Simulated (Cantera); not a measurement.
Charge: 1 mol SiCl4, 5.3 mol HCl, 0.39 mol H2, held at 1148 K and 27.0 bar.

Method: chemical equilibrium by Gibbs-energy minimisation in Cantera with the NASA 1993 tables (ideal gas, pure condensed phases). Candidate condensed phases: Si; 19 gas species. The tables' values for SiCl3 are old estimates; treat these amounts as uncertain. Equilibrium is a limit: real reactors are often held back by kinetics, nucleation or transport.

Base state: HCl 0.792, SiCl4 0.149, H2 0.0581, SiHCl3 0.000219, SiCl3 1.59e-5 (mole fractions); condensed: gas only.

Question: What changes in the equilibrium state with this change: HCl from 5.3 to 1.3 mol?

Answer: 
```json
[
 {"species": "HCl", "before": "0.792", "after": "0.486"},
 {"species": "SiCl4", "before": "0.149", "after": "0.369"},
 {"species": "H2", "before": "0.0581", "after": "0.143"},
 {"species": "SiHCl3", "before": "0.000219", "after": "0.00218"},
 {"species": "SiCl3", "before": "1.59e-5", "after": "0.000101"}
]
```
